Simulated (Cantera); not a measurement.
**Si2Cl6 + Cl2 + H2 (silicon epitaxy and polysilicon growth)**

Charge: 1 mol Si2Cl6, 0.64 mol Cl2, 130 mol H2, held at 13300 Pa.

Equilibrium computed with Cantera from the NASA thermochemical tables; the gas is ideal and each condensed phase is pure. Candidate condensed phases: Si; 19 gas species. The feed counts by its element totals alone. The tables' values for SiCl3, SiCl are old estimates; treat these amounts as uncertain. Gases not in the tables: Si2H6 and higher silanes. Kinetics and transport are ignored.

| T (K) | x H2 | x HCl | x SiCl2 | x SiCl4 | x SiHCl3 | n Si(s) | n Si(l) |
|---|---|---|---|---|---|---|---|
| 1198 | 0.961 | 0.0313 | 0.00240 | 0.00243 | 0.00201 | 0.952 | 0 |
| 1248 | 0.957 | 0.0358 | 0.00337 | 0.00137 | 0.00129 | 1.07 | 0 |
| 1298 | 0.955 | 0.0389 | 0.00421 | 0.000677 | 0.000751 | 1.14 | 0 |
| 1348 | 0.953 | 0.0406 | 0.00484 | 0.000309 | 0.000413 | 1.17 | 0 |
| 1398 | 0.953 | 0.0414 | 0.00529 | 0.000138 | 0.000223 | 1.18 | 0 |
| 1448 | 0.952 | 0.0417 | 0.00561 | 6.22e-5 | 0.000122 | 1.18 | 0 |
| 1498 | 0.952 | 0.0417 | 0.00586 | 2.90e-5 | 6.81e-5 | 1.17 | 0 |
| 1548 | 0.952 | 0.0416 | 0.00606 | 1.40e-5 | 3.92e-5 | 1.16 | 0 |
| 1598 | 0.952 | 0.0415 | 0.00623 | 7.08e-6 | 2.33e-5 | 1.14 | 0 |
| 1648 | 0.952 | 0.0413 | 0.00637 | 3.71e-6 | 1.43e-5 | 1.13 | 0 |
| 1698 | 0.952 | 0.0413 | 0.00643 | 2.01e-6 | 8.90e-6 | 0 | 1.12 |
| 1748 | 0.951 | 0.0419 | 0.00615 | 1.10e-6 | 5.51e-6 | 0 | 1.16 |
x: gas mole fraction; n: condensed amount in mol.

From 1198 K to 1648 K the condensed part is Si(s). From 1698 K to 1748 K the condensed part is Si(l). The main Si-bearing gas is SiCl4 at 1198 K and SiCl2 at 1748 K. The share of Si in condensed phases is highest at 1398 K (59.1 %) and lowest at 1198 K (47.6 %).
